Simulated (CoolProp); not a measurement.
Vapour-liquid equilibrium of propane (1) + neopentane (2) at 5 bar; x and y are mole fractions of (1).

Values from CoolProp's multi-fluid Helmholtz-energy mixture model, Lemmon 2009 and Lemmon 2006; pair parameters Bell 2016.

### Question
Give the bubble temperature and the first vapour's composition at x = 0.25, 0.45, 0.75. Is there an azeotrope?

### Answer
x = 0.25: 320.7 K, y = 0.476; x = 0.45: 307.7 K, y = 0.739; x = 0.75: 287.5 K, y = 0.952. No azeotrope shows between x = 0.05 and 0.95.

Pair parameters are fitted to limited data, so mixtures are less certain than the pure fluids.
